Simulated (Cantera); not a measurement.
An adiabatic, constant-pressure homogeneous reactor starts with CH₄ : H₂ : O₂ : N₂ = 1 : 0.098 : 0.891 : 3.35 (molar parts), at 1350 K and 3.36 atm.

Computed with Cantera and GRI-Mech 3.0 (53 species, 325 reactions).

Task: Predict: time of steepest temperature rise; temperature at 1.00 s; equilibrium temperature; x(CH₄) at 1.00 s; x(H₂) at 1.00 s; x(O₂) at 1.00 s; x(NO) at 1.00 s.

Result: 
```json
{
  "time_of_steepest_temperature_rise": "1.94 ms",
  "temperature at 1.00 s": "2265 K",
  "equilibrium_temperature": "2265 K",
  "x(CH₄) at 1.00 s": "1.41e-9 (gas-phase equilibrium 1.61e-9)",
  "x(H₂) at 1.00 s": "0.216 (gas-phase equilibrium 0.216)",
  "x(O₂) at 1.00 s": "2.13e-7 (gas-phase equilibrium 2.13e-7)",
  "x(NO) at 1.00 s": "1.19e-5 (gas-phase equilibrium 1.19e-5)"
}
```
